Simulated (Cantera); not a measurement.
## SiHCl3 + H2 (silicon epitaxy and polysilicon growth)

Input: 1 mol SiHCl3, 550 mol H2, equilibrated at 8.70 mbar.

Method: chemical equilibrium by Gibbs-energy minimisation in Cantera with the NASA 1993 tables (ideal gas, pure condensed phases). Candidate condensed phases: Si; 19 gas species. Gases not in the tables: Si2H6 and higher silanes. Rates play no part.

```tsv
T (K)	x H2	x HCl	x H	x Si	x SiCl2	n Si(s)	n Si(l)
1275	0.995	0.00529	7.88e-6	2.22e-9	7.28e-5	0.959	0
1325	0.995	0.00528	1.75e-5	1.08e-8	7.68e-5	0.957	0
1375	0.995	0.00527	3.66e-5	4.72e-8	8.05e-5	0.955	0
1425	0.995	0.00527	7.29e-5	1.85e-7	8.41e-5	0.953	0
1475	0.995	0.00526	0.000139	6.61e-7	8.75e-5	0.950	0
1525	0.994	0.00525	0.000253	2.17e-6	9.07e-5	0.947	0
1575	0.994	0.00524	0.000444	6.60e-6	9.37e-5	0.941	0
1625	0.994	0.00523	0.000754	1.87e-5	9.65e-5	0.929	0
1675	0.993	0.00522	0.00124	4.99e-5	9.91e-5	0.904	0
1725	0.993	0.00522	0.00198	0.000117	9.48e-5	0	0.860
```
x: gas mole fraction; n: condensed amount in mol.

From 1275 K to 1675 K the condensed part is Si(s). At 1725 K the condensed part is Si(l). The main Si-bearing gas is SiCl2 at 1275 K and Si at 1725 K. The share of Si in condensed phases is highest at 1275 K (95.9 %) and lowest at 1725 K (86.0 %).
